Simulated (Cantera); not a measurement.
# Diamond growth

A diamond (100) surface in a fixed gas of H2 with x(CH4) = 0.018, x(H) = 0.0025, x(CH3) = 6.8e-05, at 1375 K; coverages are run to steady state.

Computed with Cantera and the Harris–Goodwin 1993 mechanism for the reconstructed diamond (100) surface.

```json
[
 {"P (Pa)": "1000", "growth (µm/h)": "0.0459", "θ c6HH": "0.368", "θ c6H*": "0.0559", "θ c6*H": "0.530", "θ c6**": "0.0462", "θ c6HM": "5.99e-6"},
 {"P (Pa)": "1500", "growth (µm/h)": "0.0872", "θ c6HH": "0.368", "θ c6H*": "0.0558", "θ c6*H": "0.530", "θ c6**": "0.0462", "θ c6HM": "9.40e-6"},
 {"P (Pa)": "2400", "growth (µm/h)": "0.175", "θ c6HH": "0.368", "θ c6H*": "0.0558", "θ c6*H": "0.530", "θ c6**": "0.0461", "θ c6HM": "1.58e-5"},
 {"P (Pa)": "3700", "growth (µm/h)": "0.321", "θ c6HH": "0.368", "θ c6H*": "0.0558", "θ c6*H": "0.530", "θ c6**": "0.0461", "θ c6HM": "2.53e-5"},
 {"P (Pa)": "5700", "growth (µm/h)": "0.568", "θ c6HH": "0.368", "θ c6H*": "0.0558", "θ c6*H": "0.530", "θ c6**": "0.0461", "θ c6HM": "4.02e-5"},
 {"P (Pa)": "8700", "growth (µm/h)": "0.977", "θ c6HH": "0.368", "θ c6H*": "0.0558", "θ c6*H": "0.530", "θ c6**": "0.0461", "θ c6HM": "6.25e-5"},
 {"P (Pa)": "13000", "growth (µm/h)": "1.63", "θ c6HH": "0.368", "θ c6H*": "0.0559", "θ c6*H": "0.530", "θ c6**": "0.0461", "θ c6HM": "9.43e-5"},
 {"P (Pa)": "21000", "growth (µm/h)": "3.00", "θ c6HH": "0.368", "θ c6H*": "0.0559", "θ c6*H": "0.530", "θ c6**": "0.0460", "θ c6HM": "0.000152"}
]
```
θ: site fractions in the mechanism's names (c6HH fully hydrogenated, c6H* and c6*H radical sites, c6** diradical, c6HM methylated).
